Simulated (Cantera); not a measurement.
A closed system holds: 1 mol Cu2O, 0.5 mol CH4, 0.52 mol CO, at 1623.15 K and 255 Torr.

Cantera equilibrium calculation (NASA polynomials, part measured and part estimated; ideal gas, pure solids and liquids). Candidate condensed phases: C, C6H6, C7H8, C8H18, Cu, CuO, Cu(OH)2, Cu2O, H2O; 113 gas species. The numbers say what is thermodynamically allowed, not how fast it happens.

Base state: CO 0.430, H2 0.322, H2O 0.173, CO2 0.0745, Cu 0.000164, H 6.74e-5 (mole fractions); condensed: Cu(l).

What changes in the equilibrium state with this change: temperature from 1623.15 K to 2198 K?


```
species       before     after
----------  --------  --------
CO             0.430     0.418
H2             0.322     0.279
H2O            0.173     0.179
Cu          0.000164    0.0672
CO2           0.0745    0.0509
Cu2          1.33e-7  0.000509
OH           1.52e-6  0.000450
H            6.74e-5   0.00504
Cu(l), mol      2.00      1.85
```

What changes in the equilibrium state with this change: CH4 from 0.5 to 1.7 mol?


```
species             before     after
----------------  --------  --------
H2                   0.322     0.691
CO                   0.430     0.309
CH4                1.08e-8  0.000240
H2O                  0.173   5.49e-5
CO2                 0.0745   7.92e-6
Cu                0.000164  0.000164
C2H2 (acetylene)     <1e-9   2.41e-5
H                  6.74e-5   9.87e-5
Cu(l), mol            2.00      2.00
C(graphite), mol         0     0.699
```

What changes in the equilibrium state with this change: CH4 from 0.5 to 3.2 mol?


```
species             before     after
----------------  --------  --------
H2                   0.322     0.807
CO                   0.430     0.192
CH4                1.08e-8  0.000328
H2O                  0.173   3.99e-5
CO2                 0.0745   3.05e-6
Cu                0.000164  0.000164
C2H2 (acetylene)     <1e-9   2.82e-5
H                  6.74e-5  0.000107
Cu(l), mol            2.00      2.00
C(graphite), mol         0      2.20
```
